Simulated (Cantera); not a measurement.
A closed system holds: 1 mol Si₂H₆, 2.7 mol CO₂, held at 1150 K and 230 Pa.

Method: chemical equilibrium by Gibbs-energy minimisation in Cantera with the NASA 1993 tables (ideal gas, pure condensed phases). Candidate condensed phases: C, C₆H₆, C₇H₈, C₈H₁₈, H₂O, Si, SiC, SiO₂; 123 gas species. The feed counts by its element totals alone. The tables hold silica as quartz up to 1696 K and as liquid above; real silica turns to tridymite and cristobalite and melts near 1996 K. The numbers say what is thermodynamically allowed, not how fast it happens.

Q: What is the equilibrium state?

A: 
- x(H₂): 0.682
- x(CO): 0.318
- x(CH₄): 2.50e-5
- x(H₂O): 2.34e-5
- x(CO₂): 9.18e-6
- x(H): 1.28e-6
- n(C(graphite)): 1.30 mol
- n(SiO₂(β-quartz)): 2.00 mol
- gas amount: 4.400 mol
- log10 activity of Si(s) (absent): -6.31
